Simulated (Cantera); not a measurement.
Charge: 1 mol trisilylamine, 0.52 mol NH3, 40 mol N2, at 0.133 bar.

These are equilibrium values from Cantera (NASA tables, ideal gas, pure condensed phases), not measurements of a reactor. Candidate condensed phases: Si, Si3N4; 18 gas species. The feed counts by its element totals alone. Rates play no part. All values below are at 1300 K.

Base state: N2 0.880, H2 0.120 (mole fractions); condensed: Si3N4(s).

What changes in the equilibrium state with this change: NH3 from 0.52 to 9.2 mol?


```csv
species,before,after
N2,0.880,0.702
H2,0.120,0.298
"Si3N4(s), mol",1.00,1.00
```
